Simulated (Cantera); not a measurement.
Mixture: 6.60 % CH3OH, 13.5 % O2, 79.9 % N2, equivalence ratio 0.73, at 10.0 bar, adiabatic and at constant pressure. Ignition delay is the time to a rise of 400 K.

Detailed kinetics in Cantera: GRI-Mech 3.0 (53 species, 325 reactions). GRI-Mech 3.0 was tuned for natural gas; its chemistry of methanol as a main component is partial and can be far from experiment.

### Question
Predict: delay at 1000 K; delay at 1075 K; delay at 1150 K; delay at 1225 K; delay at 1300 K; delay at 1375 K; delay at 1450 K; apparent activation energy between 1300 and 1450 K.

### Answer
- delay at 1000 K: 0.104 s
- delay at 1075 K: 19.0 ms
- delay at 1150 K: 4.32 ms
- delay at 1225 K: 1.20 ms
- delay at 1300 K: 0.394 ms
- delay at 1375 K: 0.152 ms
- delay at 1450 K: 66.9 µs
- apparent activation energy between 1300 and 1450 K: 190 kJ/mol
